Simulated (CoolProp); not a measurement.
Model: reference Helmholtz-energy equation of state, Zhou 2012, in CoolProp.

### Question
Give the vapour pressure (kPa), liquid density (kg/m³), enthalpy of vaporisation (kJ/kg) of saturated m-xylene at 459.1 K.

### Answer
| T (K) | p (kPa) | liquid density (kg/m³) | enthalpy of vaporisation (kJ/kg) |
|---|---|---|---|
| 459.1 | 308 | 706 | 309 |
